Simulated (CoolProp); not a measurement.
n-perfluorohexane at several states: density (kg/m³) from the reference equation and from simpler models built on Tc = 174.9 °C, pc = 1.742 MPa, ω = 0.497; each cubic takes its own stable root.

Model: reference Helmholtz-energy equation of state, Gao 2022, in CoolProp.

```tsv
T (°C)	p (MPa)	phase	reference
83.25	0.593	liquid	1494
21.35	0.0949	liquid	1687
-75.95	2.22	liquid	1963
```

**Question.** How far does each simpler model (van der Waals, Soave-Redlich-Kwong, Peng-Robinson) lie from the reference over these 3 states: mean and median of the absolute difference, and the worst?

**Answer.** 
- van der Waals: mean 79.4 %, median 94.2 %, worst -99.2 % at 21.35 °C and 0.0949 MPa
- Soave-Redlich-Kwong: mean 14.5 %, median 14.7 %, worst -15.6 % at -75.95 °C and 2.22 MPa
- Peng-Robinson: mean 3.6 %, median 3.3 %, worst -5.5 % at -75.95 °C and 2.22 MPa

At some of these states van der Waals gives the other phase, because its saturation line lies elsewhere.
